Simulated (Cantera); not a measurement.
# Transport properties of process gases

Gas mixture: CO2 : C2H6 = 0.56 : 0.5 (molar parts), at 2670 Pa, frozen composition.

Cantera's kinetic-theory transport with the Lennard-Jones parameters of GRI-Mech 3.0, ideal gas; thermal conductivity in the mixture-averaged form. The composition is frozen, though it would react at the higher temperatures.

| T (K) | ρ (kg/m³) | cp (J/kg/K) | μ (µPa s) | λ (mW/m/K) | Pr | D (cm²/s) H | D (cm²/s) N2 | D (cm²/s) OH |
|---|---|---|---|---|---|---|---|---|
| 400 | 0.0300 | 1403 | 16.2 | 29.7 | 0.764 | 58.6 | 9.82 | 15.0 |
| 600 | 0.0200 | 1795 | 22.9 | 52.5 | 0.783 | 121 | 20.1 | 30.6 |
| 800 | 0.0150 | 2086 | 28.6 | 75.1 | 0.795 | 200 | 32.9 | 50.0 |
| 1000 | 0.0120 | 2313 | 33.7 | 96.7 | 0.806 | 294 | 48.0 | 72.8 |
| 1200 | 0.0100 | 2480 | 38.3 | 117 | 0.813 | 400 | 65.3 | 98.8 |
| 1400 | 0.00857 | 2610 | 42.6 | 136 | 0.818 | 518 | 84.5 | 128 |
| 1600 | 0.00750 | 2710 | 46.7 | 154 | 0.821 | 648 | 106 | 160 |
D: mixture-averaged diffusion coefficient of that species in the mixture.
